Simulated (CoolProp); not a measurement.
The fluid at 298.15 K and 0.586 MPa is compressed adiabatically to 3.31 MPa with isentropic efficiency 0.8. The same conditions are run with several fluids, on thermodynamics alone (safety and materials aside).

Model: reference Helmholtz-energy equation of state of each fluid (sulfur hexafluoride: Guder 2009; nitrous oxide: Lemmon 2006; R410A: Lemmon 2003; hydrogen chloride: Thol 2018; R143a: Lemmon and Jacobsen 2000), in CoolProp. Blends and air are pseudo-pure fits.

Rank sulfur hexafluoride, nitrous oxide, R410A, hydrogen chloride, R143a by work (kJ/kg), highest first.

hydrogen chloride (183), nitrous oxide (141), R410A (74.1), R143a (58.0), sulfur hexafluoride (34.6)

| fluid | final temperature (K) | final density (kg/m³) |
|---|---|---|
| sulfur hexafluoride | 363.9 | 202 |
| nitrous oxide | 456.1 | 40.0 |
| R410A | 400.9 | 85.0 |
| hydrogen chloride | 534.3 | 28.0 |
| R143a | 381.5 | 119 |
